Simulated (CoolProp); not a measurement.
A single-stage vapour-compression cycle with propyne: evaporating at 326.15 K (dew point), condensing at 346.15 K (bubble point), superheat 5 K, subcooling 8 K, compressor efficiency 0.8, no pressure losses. Each further row changes one setting.

Model: reference Helmholtz-energy equation of state, Polt 1992, in CoolProp. This equation is an older, rougher fit; its heat capacities, sound speeds and derivatives of the liquid may be far off and weren't checked against measurements.

| case | cooling COP | pressure ratio | discharge temperature (K) | refrigerating effect (kJ/kg) | volumetric capacity (kJ/m³) |
|---|---|---|---|---|---|
| as stated | [?] | 1.58 | 359.1 | 398 | 8530 |
| evaporating temperature 331.15 K | 16.6 | 1.40 | 357.0 | 402 | [?] |
| condensing temperature 341.15 K | 16.5 | 1.42 | 352.2 | 412 | 8840 |
| subcooling 13 K | 12.5 | 1.58 | 359.1 | 412 | 8840 |
| superheat 15 K | 12.0 | 1.58 | 369.0 | 419 | [?] |
| compressor efficiency 0.7 | [?] | 1.58 | 361.1 | 398 | 8530 |

Task: Complete the blanks.

Result: 
- as stated, cooling COP: 12.1
- evaporating temperature 331.15 K, volumetric capacity (kJ/m³): 9740
- superheat 15 K, volumetric capacity (kJ/m³): 8500
- compressor efficiency 0.7, cooling COP: 10.6
